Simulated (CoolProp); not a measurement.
Vapour-liquid equilibrium of CHF3 (R23) (1) + R134a (2) at 218.6 K; x and y are mole fractions of (1).

The numbers come from the multi-fluid Helmholtz-energy mixture model, Penoncello 2003 and Tillner-Roth 1994; pair parameters Bell 2016 in CoolProp.

```csv
x,"bubble pressure, mixture model (MPa)","bubble pressure, Raoult's law (MPa)","y, mixture model","y, Raoult's law"
0.05,[?],0.04112,0.455,0.482
0.125,0.06525,0.06915,[?],0.716
0.2,0.09105,0.09718,[?],0.815
0.275,0.1172,0.1252,0.853,0.870
0.35,0.1437,0.1532,0.891,0.905
0.425,0.1708,0.1813,0.917,0.929
0.5,0.1984,0.2093,0.937,0.946
0.575,0.2266,0.2373,0.953,0.960
0.65,0.2554,0.2653,0.965,0.970
0.725,[?],0.2934,0.975,0.979
0.8,0.3145,0.3214,0.983,0.986
0.875,0.3448,0.3494,[?],0.992
0.95,0.3755,0.3775,[?],0.997
```

What belongs in the gaps?


- 0.05, bubble pressure, mixture model (MPa): 0.03959
- 0.125, y, mixture model: 0.691
- 0.2, y, mixture model: 0.794
- 0.725, bubble pressure, mixture model (MPa): 0.2847
- 0.875, y, mixture model: 0.990
- 0.95, y, mixture model: 0.996

The largest gap from Raoult's law is -6.4 % in bubble pressure, at x = 0.275. No azeotrope shows between x = 0.05 and 0.95.

The pair parameters rest on a limited set of measurements; away from them the model extrapolates.
